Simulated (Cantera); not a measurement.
Source: NASA polynomial tables (part measured, part estimated), evaluated in Cantera. Values are per mole of reaction as written; species without (g) are pure solids or liquids, kept so even where they would boil at 1 bar.

2 P4O10 + 5 N2(g) ⇌ 4 P2(g) + 10 NO2(g)

```csv
T (K),ΔH° (kJ),ΔS° (J/K),ΔG° (kJ),log10 K
350,6932.1,1845.0,6286.4,-938.17
400,6926.4,1829.8,6194.5,-808.90
450,___,___,___,___
500,6911.3,1796.4,6013.1,-628.18
550,6902.1,1778.8,5923.8,-562.58
600,___,___,___,___
650,6880.5,1742.8,5747.7,-461.88
```

Problem. Fill in the missing entries.

Solution. 
- 450, ΔH° (kJ): 6919.5
- 450, ΔS° (J/K): 1813.5
- 450, ΔG° (kJ): 6103.4
- 450, log10 K: -708.45
- 600, ΔH° (kJ): 6891.9
- 600, ΔS° (J/K): 1761.0
- 600, ΔG° (kJ): 5835.3
- 600, log10 K: -508.00
